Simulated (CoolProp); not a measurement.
Computed with CoolProp (reference Helmholtz-energy equation of state, Gao 2016).

**Question.** Give the vapour pressure (kPa), liquid density (kg/m³), vapour density (kg/m³), enthalpy of vaporisation (kJ/kg) of saturated sulfur dioxide at -30.45, 18.85, 35.25 °C.

**Answer.** 
| T (°C) | p (kPa) | liquid density (kg/m³) | vapour density (kg/m³) | enthalpy of vaporisation (kJ/kg) |
|---|---|---|---|---|
| -30.45 | 37.1 | 1510 | 1.19 | 407 |
| 18.85 | 318 | 1380 | 8.92 | 363 |
| 35.25 | 545 | 1340 | 14.9 | 346 |
